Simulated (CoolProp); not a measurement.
Properties of the fluoroketone C6F12O (FK-5-1-12) along the isobar 101 kPa (Tc = 441.8 K, pc = 1869 kPa, ω = 0.471).

Computed with CoolProp (reference Helmholtz-energy equation of state, McLinden 2015).

```csv
T (K),phase,Z,cp (kJ/(kg K)),expansivity (1/kK)
221.7,liquid,0.009532,1.100,1.478
256.5,liquid,0.008691,?,1.605
291.3,liquid,0.008120,1.098,1.825
326.1,gas,0.9388,0.9028,3.875
360.8,gas,0.9589,?,?
395.6,gas,0.9711,0.9602,?
430.4,gas,0.9790,0.9953,2.510
465.2,gas,0.9843,?,2.279
500,gas,0.9881,1.067,2.093
```

Question: Fill in the missing entries.

Answer: 
- 256.5, cp (kJ/(kg K)): 1.089
- 360.8, cp (kJ/(kg K)): 0.9280
- 360.8, expansivity (1/kK): 3.231
- 395.6, expansivity (1/kK): 2.812
- 465.2, cp (kJ/(kg K)): 1.031
